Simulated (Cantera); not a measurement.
# SiHCl₃ + N₂ (silicon epitaxy and polysilicon growth)

Input: 1 mol SiHCl₃, 7.9 mol N₂, held at 53.3 Torr.

Cantera equilibrium calculation (NASA polynomials, part measured and part estimated; ideal gas, pure solids and liquids). Candidate condensed phases: NH₄Cl, Si, Si₃N₄; 28 gas species. N₂ is the only nitrogen source here; it is nearly inert below about 1500 K, so the nitride shown seldom forms there in practice. The tables' values for SiCl₃, SiCl are old estimates; treat these amounts as uncertain. The numbers say what is thermodynamically allowed, not how fast it happens.

From 977 °C to 1377 °C the condensed part is Si₃N₄(s). From 1427 °C to 1477 °C nothing is condensed. The main Si-bearing gas is SiCl₄ at 977 °C and SiCl₂ at 1477 °C.

```json
[
 {"T (°C)": "977", "x N₂": "0.838", "x HCl": "0.0923", "x SiCl₂": "0.000395", "x SiCl₄": "0.0580", "x SiCl₃": "0.00179", "x H₂": "0.00895", "n Si₃N₄(s)": "0.151"},
 {"T (°C)": "1027", "x N₂": "0.838", "x HCl": "0.0927", "x SiCl₂": "0.00109", "x SiCl₄": "0.0563", "x SiCl₃": "0.00322", "x H₂": "0.00864", "n Si₃N₄(s)": "0.149"},
 {"T (°C)": "1077", "x N₂": "0.837", "x HCl": "0.0928", "x SiCl₂": "0.00276", "x SiCl₄": "0.0536", "x SiCl₃": "0.00545", "x H₂": "0.00842", "n Si₃N₄(s)": "0.145"},
 {"T (°C)": "1127", "x N₂": "0.835", "x HCl": "0.0925", "x SiCl₂": "0.00640", "x SiCl₄": "0.0491", "x SiCl₃": "0.00860", "x H₂": "0.00832", "n Si₃N₄(s)": "0.137"},
 {"T (°C)": "1177", "x N₂": "0.832", "x HCl": "0.0915", "x SiCl₂": "0.0135", "x SiCl₄": "0.0422", "x SiCl₃": "0.0125", "x H₂": "0.00839", "n Si₃N₄(s)": "0.123"},
 {"T (°C)": "1227", "x N₂": "0.827", "x HCl": "0.0896", "x SiCl₂": "0.0256", "x SiCl₄": "0.0329", "x SiCl₃": "0.0163", "x H₂": "0.00873", "n Si₃N₄(s)": "0.100"},
 {"T (°C)": "1277", "x N₂": "0.820", "x HCl": "0.0863", "x SiCl₂": "0.0429", "x SiCl₄": "0.0221", "x SiCl₃": "0.0185", "x H₂": "0.00952", "n Si₃N₄(s)": "0.0690"},
 {"T (°C)": "1327", "x N₂": "0.814", "x HCl": "0.0817", "x SiCl₂": "0.0629", "x SiCl₄": "0.0125", "x SiCl₃": "0.0178", "x H₂": "0.0110", "n Si₃N₄(s)": "0.0336"},
 {"T (°C)": "1377", "x N₂": "0.809", "x HCl": "0.0758", "x SiCl₂": "0.0812", "x SiCl₄": "0.00595", "x SiCl₃": "0.0148", "x H₂": "0.0132", "n Si₃N₄(s)": "0.000773"},
 {"T (°C)": "1427", "x N₂": "0.807", "x HCl": "0.0795", "x SiCl₂": "0.0841", "x SiCl₄": "0.00430", "x SiCl₃": "0.0136", "x H₂": "0.0112", "n Si₃N₄(s)": "0"},
 {"T (°C)": "1477", "x N₂": "0.805", "x HCl": "0.0827", "x SiCl₂": "0.0864", "x SiCl₄": "0.00313", "x SiCl₃": "0.0123", "x H₂": "0.00953", "n Si₃N₄(s)": "0"}
]
```
x: gas mole fraction; n: condensed amount in mol.
